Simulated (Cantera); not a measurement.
An adiabatic, constant-volume homogeneous reactor starts with H2 : O2 : N2 = 1 : 0.769 : 2 (molar parts), at 1123 K and 500000 Pa.

Model: GRI-Mech 3.0 (53 species, 325 reactions), integrated in Cantera. The hydrogen kinetics of GRI-Mech 3.0 are dated; newer H2 mechanisms differ, most at raised pressure.

Problem. Predict: time of steepest temperature rise; temperature at 0.200 s; equilibrium temperature; x(H2) at 0.200 s; x(O2) at 0.200 s; x(OH) at 0.200 s; x(H) at 0.200 s; x(NO) at 0.200 s; x(H2O2) at 0.200 s.

Solution. 
| Item | Result |
|---|---|
| time of steepest temperature rise | 0.150 ms |
| temperature at 0.200 s | 2983 K |
| equilibrium temperature | 2983 K |
| x(H2) at 0.200 s | 0.0130 (gas-phase equilibrium 0.0130) |
| x(O2) at 0.200 s | 0.0645 (gas-phase equilibrium 0.0645) |
| x(OH) at 0.200 s | 0.0336 (gas-phase equilibrium 0.0336) |
| x(H) at 0.200 s | 0.00501 (gas-phase equilibrium 0.00501) |
| x(NO) at 0.200 s | 0.0224 (gas-phase equilibrium 0.0224) |
| x(H2O2) at 0.200 s | 3.92e-6 (gas-phase equilibrium 3.92e-6) |
